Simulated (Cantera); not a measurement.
A counterflow diffusion flame at 1.00 bar, nozzles 20 mm apart: fuel side 38.6 % CH4, 26.3 % CO, 35.1 % N2 at 475 K, oxidiser side 26.0 % O2, 74.0 % N2 at 500 K, fuel mass flux 0.93 times the oxidiser's; mixture-averaged transport, no radiation.

Cantera simulation using GRI-Mech 3.0 (53 species, 325 reactions); the numbers are that mechanism's predictions, not measurements. GRI-Mech 3.0 has no aromatics or soot, which form on the fuel side of real flames. The maximum strain rate includes the flame's own expansion and is several times the mean.

x: mole fraction; the columns are a selection and need not sum to one.

```
oxidiser flux (kg/m²/s)  max strain (1/s)  mean strain (1/s)  T max (K)  peak x OH  peak x H   peak x NO  peak x CO  peak x C2H2
-----------------------  ----------------  -----------------  ---------  ---------  --------  ----------  ---------  -----------
0.25                                  173               37.5       2218     0.0101   0.00455    0.000387      0.263      0.00994
0.35                           (withheld)               52.5       2200     0.0101   0.00484  (withheld)      0.263      0.00951
0.5                                   322               75.0       2181     0.0101   0.00513    0.000322      0.263      0.00908
0.7                                   438                105       2163     0.0101   0.00539    0.000289      0.263      0.00864
0.99                                  604                149       2144    0.00994   0.00565    0.000255      0.263      0.00820
1.4                                   836                210       2127    0.00984   0.00592    0.000222      0.263      0.00780
2                                    1170                300       2103    0.00956   0.00612    0.000184      0.263      0.00722
2.8                            (withheld)                420       2078    0.00919   0.00623  (withheld)      0.263   (withheld)
```

Task: What belongs in the gaps?

Result: 
- 0.35, max strain (1/s): 233
- 0.35, peak x NO: 0.000355
- 2.8, max strain (1/s): 1600
- 2.8, peak x NO: 0.000146
- 2.8, peak x C2H2: 0.00653
